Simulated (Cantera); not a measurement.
**Adiabatic ignition**

An adiabatic, constant-pressure homogeneous reactor starts with 10.2 % CH₄, 2.87 % CO, 18.2 % O₂, 68.7 % N₂, at 1650 K and 100000 Pa.

Cantera simulation using GRI-Mech 3.0 (53 species, 325 reactions); the numbers are that mechanism's predictions, not measurements.

```json
[
 {"t (s)": "2.00e-6", "T (K)": "1650", "x CH₄": "0.102", "x CO": "0.0287", "x O₂": "0.182", "x CH₂CO": "6.74e-12", "x CH₃": "3.19e-6"},
 {"t (s)": "4.85e-6", "T (K)": "1650", "x CH₄": "0.102", "x CO": "0.0287", "x O₂": "0.182", "x CH₂CO": "4.50e-11", "x CH₃": "8.57e-6"},
 {"t (s)": "1.18e-5", "T (K)": "1650", "x CH₄": "0.102", "x CO": "0.0287", "x O₂": "0.182", "x CH₂CO": "2.94e-10", "x CH₃": "2.31e-5"},
 {"t (s)": "2.85e-5", "T (K)": "1650", "x CH₄": "0.102", "x CO": "0.0287", "x O₂": "0.182", "x CH₂CO": "2.00e-9", "x CH₃": "6.65e-5"},
 {"t (s)": "6.91e-5", "T (K)": "1650", "x CH₄": "0.102", "x CO": "0.0286", "x O₂": "0.182", "x CH₂CO": "1.75e-8", "x CH₃": "0.000213"},
 {"t (s)": "0.000168", "T (K)": "1654", "x CH₄": "0.100", "x CO": "0.0287", "x O₂": "0.181", "x CH₂CO": "9.73e-7", "x CH₃": "0.000777"},
 {"t (s)": "0.000406", "T (K)": "2657", "x CH₄": "<1e-12", "x CO": "0.0769", "x O₂": "0.0163", "x CH₂CO": "<1e-12", "x CH₃": "<1e-12"},
 {"t (s)": "0.000985", "T (K)": "2816", "x CH₄": "<1e-12", "x CO": "0.0742", "x O₂": "0.0118", "x CH₂CO": "<1e-12", "x CH₃": "<1e-12"},
 {"t (s)": "0.00239", "T (K)": "2811", "x CH₄": "<1e-12", "x CO": "0.0746", "x O₂": "0.0109", "x CH₂CO": "<1e-12", "x CH₃": "<1e-12"},
 {"t (s)": "0.00579", "T (K)": "2809", "x CH₄": "<1e-12", "x CO": "0.0747", "x O₂": "0.0107", "x CH₂CO": "<1e-12", "x CH₃": "<1e-12"},
 {"t (s)": "0.0140", "T (K)": "2809", "x CH₄": "<1e-12", "x CO": "0.0747", "x O₂": "0.0107", "x CH₂CO": "<1e-12", "x CH₃": "<1e-12"},
 {"t (s)": "0.0340", "T (K)": "2809", "x CH₄": "<1e-12", "x CO": "0.0747", "x O₂": "0.0107", "x CH₂CO": "<1e-12", "x CH₃": "<1e-12"},
 {"t (s)": "0.0825", "T (K)": "2809", "x CH₄": "<1e-12", "x CO": "0.0747", "x O₂": "0.0107", "x CH₂CO": "<1e-12", "x CH₃": "<1e-12"},
 {"t (s)": "0.200", "T (K)": "2809", "x CH₄": "<1e-12", "x CO": "0.0747", "x O₂": "0.0107", "x CH₂CO": "<1e-12", "x CH₃": "<1e-12"}
]
```
x: mole fraction; the columns are a selection and need not sum to one.

| Quantity | Value |
|---|---|
| time of steepest temperature rise | 0.336 ms |
| temperature at 0.200 s | 2809 K |
| equilibrium temperature | 2809 K |
| x(CH₄) at 0.200 s | <1e-12 (gas-phase equilibrium <1e-12) |
| x(CO) at 0.200 s | 0.0747 (gas-phase equilibrium 0.0747) |
| x(O₂) at 0.200 s | 0.0107 (gas-phase equilibrium 0.0107) |
